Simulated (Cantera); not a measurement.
Source: NASA polynomial tables (part measured, part estimated), evaluated in Cantera. Values are per mole of reaction as written; species without (g) are pure solids or liquids, kept so even where they would boil at 1 bar.

MgO + 2 H(g) ⇌ Mg + H2O(g), with ΔH° = -76.6 kJ and ΔS° = -35.1 J/K at 300 K.

How far is the shortcut ΔG° ≈ ΔH°(300 K) − T·ΔS°(300 K) from the full temperature-dependent value at 1225, 1325, 1425, 1525, 1625, 1725 K?


```csv
T (K),shortcut (kJ),full (kJ),difference (kJ),difference in log10 K,condensed phases
1225,-33.6,-18.0,-15.5,0.66,"MgO(s), Mg(l)"
1325,-30.1,-12.3,-17.8,0.70,"MgO(s), Mg(l)"
1425,-26.5,-6.5,-20.1,0.74,"MgO(s), Mg(l)"
1525,-23.0,-0.5,-22.5,0.77,"MgO(s), Mg(l)"
1625,-19.5,5.5,-25.0,0.81,"MgO(s), Mg(l)"
1725,-16.0,11.7,-27.6,0.84,"MgO(s), Mg(l)"
```
The shortcut ignores heat capacities and the phase changes listed.
